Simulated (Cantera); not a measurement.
Input (Python, Cantera) and output of one run.

```python
import numpy as np
import cantera as ct

gas_names = [...]  # 115 gases of nasa_gas.yaml made of C, Ca, H, O
cond_names = """
    C(gr) C6H6(L) C7H8(L) C8H18(L),n-octa Ca(a) Ca(b) Ca(L) CaCO3(caL) CaO(s) CaO(L) CaO2H2(s) H2O(s)
    H2O(L)
""".split()


# ... load() reads the species with a 1 bar reference pressure and builds the phases ...
atoms = {
    'CaCO3': {'Ca': 1, 'C': 1, 'O': 3},
    'H2O': {'H': 2, 'O': 1},
    'H2': {'H': 2},
}
top_T = {'C(gr)': 4500}  # K; cautious upper limits of use, not melting points


# ... equilibrate(T, P, feed) seeds the gas with the atoms and calls Mixture.equilibrate('TP', solver="vcs", rtol=1e-11, max_steps=5000) ...
results = []
feed = {'CaCO3': 1, 'H2O': 0.063, 'H2': 9.9}  # mol
P = 210  # Pa
for T in [548, 648, 748, 848, 948, 1048, 1148, 1248, 1348, 1448, 1548, 1648, 1748, 1848]:
    mix = equilibrate(T, P, feed)
    results.append((T, P, feed, dict(zip(mix.species_names, mix.species_moles))))

top = {s: max(r[3][s] / sum(r[3][g] for g in gas_names) for r in results) for s in gas_names}
cols = sorted((s for s in top if top[s] > 0.001), key=lambda s: -top[s])[:8]
seen = [c for c in cond_names if any(r[3].get(c, 0) > 1e-12 for r in results)]
print("log10 of partial pressures in bar; condensed amounts in mol")
print(f"{'T/K':>10s}" + "".join(f"{s[:9]:>10s}" for s in cols + seen))
for T, P, feed, n in results:
    ng = sum(n[g] for g in gas_names)
    print(f"{T:10.4g}" + "".join(f"{np.log10(max(n[s] / ng * P / 1e5, 1e-99)):10.3f}" for s in cols)
          + "".join(f"{n.get(c, 0):10.4g}" for c in seen))
```

Result:

```
log10 of partial pressures in bar; condensed amounts in mol
       T/K        H2       H2O        CO       CO2         H       CH4 CaCO3(caL    CaO(s)
       548    -2.693    -4.266    -8.952    -8.750   -19.497    -4.691    0.9042   0.09576
       648    -2.693    -4.275    -5.792    -6.171   -16.263    -4.721    0.8997    0.1003
       748    -2.744    -3.888    -3.944    -4.294   -13.913    -5.782    0.1447    0.8553
       848    -2.758    -3.793    -3.827    -4.372   -12.099    -7.632         0         1
       948    -2.761    -3.759    -3.790    -4.531   -10.661    -9.093         0         1
      1048    -2.763    -3.739    -3.769    -4.671    -9.494   -10.280         0         1
      1148    -2.764    -3.727    -3.756    -4.791    -8.527   -11.263         0         1
      1248    -2.765    -3.719    -3.748    -4.894    -7.713   -12.089         0         1
      1348    -2.766    -3.714    -3.742    -4.982    -7.019   -12.793         0         1
      1448    -2.766    -3.710    -3.738    -5.057    -6.418   -13.399         0         1
      1548    -2.767    -3.708    -3.735    -5.122    -5.895   -13.926         0         1
      1648    -2.767    -3.706    -3.733    -5.178    -5.434   -14.389         0         1
      1748    -2.769    -3.705    -3.732    -5.226    -5.026   -14.800         0    0.9999
      1848    -2.772    -3.705    -3.732    -5.269    -4.662   -15.170         0    0.9995
```

These are equilibrium values from Cantera (NASA tables, ideal gas, pure condensed phases), not measurements of a reactor.
